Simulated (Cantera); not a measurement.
Charge: 1 mol Nb2O5, 940 mol H2, 0.84 mol H2O, held at 1023 K and 0.660 bar.

Equilibrium computed with Cantera from the NASA thermochemical tables; the gas is ideal and each condensed phase is pure. Candidate condensed phases: H2O, Nb, NbO, NbO2, Nb2O5; 12 gas species. Condensed phases not in the tables: the oxides between NbO2 and Nb2O5. Equilibrium is a limit: real reactors are often held back by kinetics, nucleation or transport.

Base state: H2 0.998, H2O 0.00196 (mole fractions); condensed: NbO2(s).

Question: What changes in the equilibrium state with this change: temperature from 1023 K to 1925 K?

Answer: 
```
species        before    after
------------  -------  -------
H2              0.998    0.995
H2O           0.00196  0.00408
H             5.09e-9  0.00117
NbO2(s), mol     2.00        0
NbO(s), mol         0     2.00
```
NbO: taken at fixed stoichiometry.
